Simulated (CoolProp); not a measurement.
Model: reference Helmholtz-energy equation of state, Lemmon 2006, in CoolProp. It is a short technical equation, of lower accuracy than the large ones.

Q: Give the vapour pressure (MPa), liquid density (kg/m³), liquid cp (kJ/(kg K)), vapour Z of saturated R141b at 299.2, 322.7 K.

A: 
```
T (K)  p (MPa)  liquid density (kg/m³)  liquid cp (kJ/(kg K))  vapour Z
-----  -------  ----------------------  ---------------------  --------
299.2   0.0817                    1230                   1.16     0.966
322.7    0.180                    1180                   1.19     0.943
```
